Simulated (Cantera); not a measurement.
A closed system holds: 1 mol CuO, 1.8 mol CO, a varied amount of H₂, at 1948 K and 0.0530 bar.

These are equilibrium values from Cantera (NASA tables, ideal gas, pure condensed phases), not measurements of a reactor. Candidate condensed phases: C, C₆H₆, C₇H₈, C₈H₁₈, Cu, CuO, Cu(OH)₂, Cu₂O, H₂O; 113 gas species. Equilibrium is a limit: real reactors are often held back by kinetics, nucleation or transport.

x: gas mole fraction; n: condensed amount in mol.

```
n(H₂) (mol)        x H₂        x CO       x CO₂       x H₂O    x Cu     n Cu(l)
-----------  ----------  ----------  ----------  ----------  ------  ----------
0.16             0.0151       0.450       0.422      0.0621  0.0494       0.897
0.23             0.0229       0.459       0.383      0.0842  0.0494       0.894
0.33             0.0354       0.468       0.334       0.111  0.0494       0.888
0.47             0.0551       0.476       0.277       0.141  0.0494       0.881
0.67             0.0866       0.478       0.214       0.170  0.0494       0.871
0.95              0.135       0.469       0.153       0.192  0.0494       0.856
1.4               0.212       0.439      0.0949       0.202  0.0494       0.832
1.9               0.291       0.400      0.0612       0.195  0.0494       0.806
2.8          (withheld)  (withheld)  (withheld)  (withheld)  0.0494       0.759
3.9          (withheld)  (withheld)  (withheld)  (withheld)  0.0494  (withheld)
5.6               0.598       0.221     0.00994       0.118  0.0494       0.612
8                 0.681       0.169     0.00518      0.0915  0.0494       0.486
11                0.742       0.130     0.00285      0.0712  0.0494       0.328
```

**Question.** Complete the blanks.

**Answer.** 
- 3.9, x H₂: 0.500
- 3.9, x CO: 0.281
- 3.9, x CO₂: 0.0189
- 3.9, x H₂O: 0.147
- 3.9, n Cu(l): 0.701
- 2.8, x H₂: 0.403
- 2.8, x CO: 0.338
- 2.8, x CO₂: 0.0331
- 2.8, x H₂O: 0.173
